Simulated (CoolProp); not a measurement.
c-C4F8 (RC318) at 298.15 K and 8.37 MPa flows at 1.3 m/s in a round tube of 20 mm bore and 0.25 µm roughness, fully developed (64/Re and Nu = 3.66 if laminar; Colebrook and Gnielinski if turbulent). Each further row changes one setting.

Model: reference Helmholtz-energy equation of state, Platzer 1990, in CoolProp. This equation is an older, rougher fit; its heat capacities, sound speeds and derivatives of the liquid may be far off and weren't checked against measurements.

| case | Reynolds number | Darcy friction factor | pressure drop (Pa/m) | heat-transfer coefficient (W/(m² K)) | mass flow (kg/h) |
|---|---|---|---|---|---|
| as stated | 91700 | 0.0184 | 1200 | 1920 | 2270 |
| velocity 2.6 m/s | 183000 | 0.0160 | 4180 | 3510 | 4550 |
| diameter 40 mm | 183000 | 0.0160 | 521 | 1750 | 9100 |

Viscosity comes from a separate model (Huber 2003), an estimate that may be off by 10 % or more. Thermal conductivity comes from a separate model (Huber 2003), an estimate that may be off by 10 % or more.
